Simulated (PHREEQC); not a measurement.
A solution holds 0.082 mol/kgw HF, 0.0098 mol/kgw NH4HF2 and 1.6e-05 mol/kgw H4SiO4, at 65 °C. Closed to the air; pH follows from the charge balance.

Computed with PHREEQC (ion-association model, wateq4f.dat).

```csv
quantity,before,after
pH,2.54,2.64
ionic strength (mol/kgw),0.0130,0.0124
F- (mol/kgw),0.00962,0.00913
H2F2 (mol/kgw),0.00342,0.00200
HF2- (mol/kgw),0.00332,0.00321
SI of Quartz (SiO2),-7.71,-6.92
```

### Question
Which change was made?
A. temperature from 65 to 20 °C
B. temperature from 65 to 90 °C
C. temperature from 65 to 40 °C
D. temperature from 65 to 80 °C
E. NH4HF2 left out

### Answer
D, temperature from 65 to 80 °C

This is a speciation only: nothing precipitates in the calculation. wateq4f.dat counts part of the HF as a dimer, H2F2, which phreeqc.dat doesn't know; its constant is uncertain. Constants without temperature data keep their 25 °C values here. SiF6-2 is the database's only silicon fluoride.
